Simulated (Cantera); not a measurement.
A Cantera script and what it prints.

```python
import numpy as np
import cantera as ct

gas_names = """
    B BH BH2 BH3 BO BO2 B2 B2O B2O2 B2O3 B3O3H3 H HBO HBO2 HO2 H2 H2O H2O2 H3B3O6 O OH O2 O3
""".split()
cond_names = """
    B(b) B(L) B2O3(L) B3O3H3(cr) H2O(s) H2O(L)
""".split()


# ... load() reads the species with a 1 bar reference pressure and builds the phases ...
atoms = {
    'B2H6': {'B': 2, 'H': 6},
    'O2': {'O': 2},
    'H2': {'H': 2},
}
top_T = {}  # K; cautious upper limits of use, not melting points


# ... equilibrate(T, P, feed) seeds the gas with the atoms and calls Mixture.equilibrate('TP', solver="vcs", rtol=1e-11, max_steps=5000) ...
results = []
feed = {'B2H6': 1, 'O2': 0.52, 'H2': 6.3}  # mol
P = 22000  # Pa
for T in [1150, 1200, 1250, 1300, 1350, 1400, 1450, 1500, 1550]:
    mix = equilibrate(T, P, feed)
    results.append((T, P, feed, dict(zip(mix.species_names, mix.species_moles))))
    x = sorted(zip(gas.X, gas.species_names), reverse=True)
    print(f"T = {T:g} K  P = {P:g} Pa  gas = {mix.phase_moles(0):.4g} mol")
    print("   x: " + "  ".join(f"{s} {v:.3e}" for v, s in x if v > 1e-05))
    print("   condensed (mol): " + ("  ".join(f"{mix.phase(i).name} {mix.phase_moles(i):.4g}"
          for i in range(1, mix.n_phases) if mix.phase_moles(i) > 1e-12) or "none"))
```

Result:

```
T = 1150 K  P = 22000 Pa  gas = 9.286 mol
   x: H2 9.968e-01  B3O3H3 3.147e-03  HBO 5.106e-05
   condensed (mol): B(b) 1.277  B2O3(L) 0.3173
T = 1200 K  P = 22000 Pa  gas = 9.286 mol
   x: H2 9.967e-01  B3O3H3 3.201e-03  HBO 1.258e-04
   condensed (mol): B(b) 1.277  B2O3(L) 0.3165
T = 1250 K  P = 22000 Pa  gas = 9.286 mol
   x: H2 9.965e-01  B3O3H3 3.235e-03  HBO 2.874e-04
   condensed (mol): B(b) 1.276  B2O3(L) 0.3157
T = 1300 K  P = 22000 Pa  gas = 9.288 mol
   x: H2 9.961e-01  B3O3H3 3.252e-03  HBO 6.149e-04
   condensed (mol): B(b) 1.275  B2O3(L) 0.3145
T = 1350 K  P = 22000 Pa  gas = 9.291 mol
   x: H2 9.955e-01  B3O3H3 3.254e-03  HBO 1.240e-03  HBO2 2.125e-05  B2O2 1.811e-05
   condensed (mol): B(b) 1.273  B2O3(L) 0.3123
T = 1400 K  P = 22000 Pa  gas = 9.297 mol
   x: H2 9.942e-01  B3O3H3 3.242e-03  HBO 2.374e-03  B2O2 5.648e-05  HBO2 4.667e-05  B2O3 1.092e-05  H 1.034e-05
   condensed (mol): B(b) 1.269  B2O3(L) 0.3084
T = 1450 K  P = 22000 Pa  gas = 9.308 mol
   x: H2 9.921e-01  HBO 4.334e-03  B3O3H3 3.216e-03  B2O2 1.623e-04  HBO2 9.673e-05  B2O3 3.416e-05  H 2.008e-05
   condensed (mol): B(b) 1.263  B2O3(L) 0.3013
T = 1500 K  P = 22000 Pa  gas = 9.327 mol
   x: H2 9.884e-01  HBO 7.581e-03  B3O3H3 3.176e-03  B2O2 4.333e-04  HBO2 1.903e-04  B2O3 9.861e-05  H 3.731e-05  H2O 1.354e-05
   condensed (mol): B(b) 1.251  B2O3(L) 0.2886
T = 1550 K  P = 22000 Pa  gas = 9.36 mol
   x: H2 9.823e-01  HBO 1.275e-02  B3O3H3 3.118e-03  B2O2 1.083e-03  HBO2 3.568e-04  B2O3 2.649e-04  H 6.655e-05  BO 2.099e-05  H2O 2.025e-05  BH2 1.602e-05
   condensed (mol): B(b) 1.232  B2O3(L) 0.2661
```

These are equilibrium values from Cantera (NASA tables, ideal gas, pure condensed phases), not measurements of a reactor. The feed counts by its element totals alone. Mutual solubility and eutectic melting of coexisting phases are not modelled. The tables' values for BH2 are old estimates; treat these amounts as uncertain.
